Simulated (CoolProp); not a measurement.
Ethylene at 352.93 K and 3.54 MPa is throttled through a valve to 0.609 MPa with no heat exchange. Each further row changes one setting.

Computed with CoolProp (reference Helmholtz-energy equation of state, Smukala 2000).

```tsv
case	temperature change (K)	final density (kg/m³)
as stated	-21.4	6.36
outlet pressure 0.183 MPa	-24.8	1.90
outlet pressure 0.792 MPa	-20.0	8.29
```
